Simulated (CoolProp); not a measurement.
A single-stage vapour-compression cycle with methanol: evaporating at 329.15 K (dew point), condensing at 359.15 K (bubble point), superheat 0 K, subcooling 5 K, compressor efficiency 0.9, no pressure losses. Each further row changes one setting.

Model: reference Helmholtz-energy equation of state, de Reuck 1993, in CoolProp.

```csv
case,cooling COP,pressure ratio,discharge temperature (K),refrigerating effect (kJ/kg),volumetric capacity (kJ/m³)
as stated,9.35,3.11,392.4,1050,921
evaporating temperature 334.15 K,11.5,[?],384.1,1050,1120
condensing temperature 354.15 K,11.4,[?],380.8,1060,934
subcooling 10 K,9.49,3.11,392.4,1060,934
superheat 10 K,[?],3.11,412.8,[?],904
compressor efficiency 0.8,8.31,3.11,399.9,1050,921
```

Question: What belongs in the gaps?

Answer: 
- evaporating temperature 334.15 K, pressure ratio: 2.53
- condensing temperature 354.15 K, pressure ratio: 2.61
- superheat 10 K, cooling COP: 9.10
- superheat 10 K, refrigerating effect (kJ/kg): 1080
